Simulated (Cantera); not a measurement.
# MgO + HCl (oxide etching and cleaning by halides)

Feed: 1 mol MgO, 1.7 mol HCl, at 1125 K and 135 Torr.

These are equilibrium values from Cantera (NASA tables, ideal gas, pure condensed phases), not measurements of a reactor. Candidate condensed phases: H2O, Mg, MgCl2, MgO, Mg(OH)2; 22 gas species. Rates play no part.

| Property | Value |
|---|---|
| x(HCl) | 0.978 |
| x(H2O) | 0.0111 |
| x(MgCl2) | 0.0111 |
| x(H2) | 2.40e-5 |
| x(Cl) | 1.86e-5 |
| x(Cl2) | 1.47e-5 |
| n(MgO(s)) | 0.981 mol |
| gas amount | 1.700 mol |
| log10 activity of Mg(l) (absent) | -16.27 |
